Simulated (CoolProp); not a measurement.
R1224YDZ at several states: Z from the reference equation and from simpler models built on Tc = 155.5 °C, pc = 3334 kPa, ω = 0.325; each cubic takes its own stable root.

Values from CoolProp's reference Helmholtz-energy equation of state, Akasaka 2023.

| T (°C) | p (kPa) | phase | reference | van der Waals | Redlich-Kwong |
|---|---|---|---|---|---|
| -3.35 | 486 | liquid | 0.02240 | 0.03832 | 0.02611 |
| 49.05 | 34.2 | gas | 0.9900 | 0.9940 | 0.9922 |
| -93.65 | 8060 | liquid | 0.4821 | 0.8269 | 0.5617 |
| -24.65 | 1930 | liquid | 0.09294 | 0.1581 | 0.1077 |
| -52.55 | 281 | liquid | 0.01462 | 0.02517 | 0.01697 |
